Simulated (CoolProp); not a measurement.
The numbers come from the reference Helmholtz-energy equation of state, Thol 2017 in CoolProp.

Q: Give the vapour pressure (MPa), liquid density (kg/m³), vapour density (kg/m³), enthalpy of vaporisation (kJ/kg) of saturated decamethyltetrasiloxane (MD2M) at 520.9 K.

A: 
```tsv
T (K)	p (MPa)	liquid density (kg/m³)	vapour density (kg/m³)	enthalpy of vaporisation (kJ/kg)
520.9	0.314	592	27.3	107
```
